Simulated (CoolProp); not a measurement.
Vapour-liquid equilibrium of R143a (1) + R236FA (2) at 287.2 K; x and y are mole fractions of (1).

Model: multi-fluid Helmholtz-energy mixture model, Lemmon and Jacobsen 2000 and Pan 2012; pair parameters Bell 2016, in CoolProp.

| x | bubble pressure (kPa) | y at the bubble point | dew pressure at overall composition x (kPa) | liquid density (mol/L) |
|---|---|---|---|---|
| 0.05 | 215.1 | 0.170 | 193.4 | 9.299 |
| 0.2 | 309.2 | 0.496 | 221.3 | 9.648 |
| 0.35 | 411.4 | 0.681 | 258.6 | 10.01 |
| 0.5 | 521.2 | 0.799 | 311.1 | 10.38 |
| 0.65 | 638.2 | 0.880 | 390.1 | 10.76 |
| 0.8 | 762.0 | 0.940 | 522.7 | 11.13 |
| 0.95 | 893.0 | 0.987 | 786.8 | 11.48 |

No azeotrope shows between x = 0.05 and 0.95.

Pair parameters are fitted to limited data, so mixtures are less certain than the pure fluids.
